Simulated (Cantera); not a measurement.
Input: 1 mol SiHCl3, 18 mol H2, equilibrated at 34.0 mbar.

Equilibrium computed with Cantera from the NASA thermochemical tables; the gas is ideal and each condensed phase is pure. Candidate condensed phases: Si; 19 gas species. The tables' values for SiCl3, SiCl are old estimates; treat these amounts as uncertain. Equilibrium is a limit: real reactors are often held back by kinetics, nucleation or transport. All values below are at 1648 K.

Base state: H2 0.881, HCl 0.0870, SiCl2 0.0305, SiCl3 0.000548, H 0.000453, SiHCl3 3.67e-5, Cl 3.51e-5, SiCl 3.00e-5 (mole fractions); condensed: Si(s).

Q: What changes in the equilibrium state with this change: H2 from 18 to 450 mol?

A: 
```
species       before     after
----------  --------  --------
H2             0.881     0.993
HCl           0.0870   0.00634
H           0.000453  0.000481
SiCl2         0.0305  0.000144
SiCl4        2.17e-5     <1e-9
SiCl3       0.000548   1.77e-7
SiHCl3       3.67e-5   1.26e-8
SiH2Cl2      1.06e-5   5.62e-8
Cl           3.51e-5   2.41e-6
Si(s), mol     0.376     0.925
```

Q: What changes in the equilibrium state with this change: pressure from 34.0 mbar to 1.50 mbar?

A: 
```tsv
species	before	after
H2	0.881	0.879
HCl	0.0870	0.0874
SiCl2	0.0305	0.0309
H	0.000453	0.00216
SiCl3	0.000548	0.000117
Si	7.58e-6	0.000172
SiH2Cl2	1.06e-5	4.71e-7
Si(s), mol	0.376	0.373
```
The tables' values for SiCl, SiCl3 are old estimates; treat these amounts as uncertain.
